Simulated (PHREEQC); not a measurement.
**Nickel, zinc or cadmium bath**

Make-up at 25 °C: 2.4 mmol/kgw ZnSO4, 7.8 mmol/kgw NaCl and 0.71 mmol/kgw HCl. Closed to the air; pH follows from the charge balance.

The numbers come from PHREEQC with the ion-association model, wateq4f.dat.

This is a speciation only: nothing precipitates in the calculation.

Task: Predict the pH.

Result: pH 3.24.

Task: In which forms is Zn present?

Result: Zn+2 84 %, ZnSO4 14 %, ZnCl+ 1.2 % of the Zn.
